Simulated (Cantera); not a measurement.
Charge: 1 mol SiC, 0.16 mol C, 1.2 mol N₂, 0.11 mol Si, at 1948 K.

These are equilibrium values from Cantera (NASA tables, ideal gas, pure condensed phases), not measurements of a reactor. Candidate condensed phases: C, Si, SiC, Si₃N₄; 20 gas species. The numbers say what is thermodynamically allowed, not how fast it happens.

**Question.** Which condensed phases are stable at each of these points (P (Pa)): 1, 5.60, 32, 180, 1000, 5600, 32000, 180000, 1000000?

**Answer.** 
```
P (Pa)         condensed phases  Si condensed (%)
-------  ----------------------  ----------------
1          C(graphite) + SiC(s)              86.3
5.60       C(graphite) + SiC(s)              97.8
32         C(graphite) + SiC(s)              99.6
180        C(graphite) + SiC(s)              99.9
1000       C(graphite) + SiC(s)             100.0
5600       C(graphite) + SiC(s)             100.0
32000      C(graphite) + SiC(s)             100.0
180000     C(graphite) + SiC(s)             100.0
1000000  C(graphite) + Si₃N₄(s)             100.0
```

From 0.00750 Torr to 1350 Torr the condensed part is C(graphite) + SiC(s). At 7500 Torr the condensed part is C(graphite) + Si₃N₄(s).
